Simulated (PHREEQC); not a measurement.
A solution holds 0.0046 mol/kgw LiF, at 25 °C. Closed to the air; pH follows from the charge balance.

Equilibrium calculation in PHREEQC: ion-association model, phreeqc.dat.

Each row changes one thing in this solution. Precipitation was switched off in this run.

```
case                                               pH  ionic strength (mol/kgw)
-----------------------------------------------  ----  ------------------------
as made                                          7.42                   0.00460
LiF from 0.0046 to 0.0092 mol/kgw                7.55                   0.00920
LiF replaced by (NH4)2SiF6 at the same molality  3.19                    0.0139
temperature from 25 to 15 °C                     7.56                   0.00460
temperature from 25 to 40 °C                     7.24                   0.00460
LiF replaced by LiBr at the same molality        7.00                   0.00460
diluted 100-fold with water                      7.01                   4.61e-5
temperature from 25 to 65 °C                     7.02                   0.00460
```

Some of these states are supersaturated (in Quartz (slow to form), Chalcedony (slow to form), for instance). Away from 25 °C the constants follow the database's enthalpies or fits; those with neither stay at their 25 °C values. SiF6-2 is the database's only silicon fluoride.
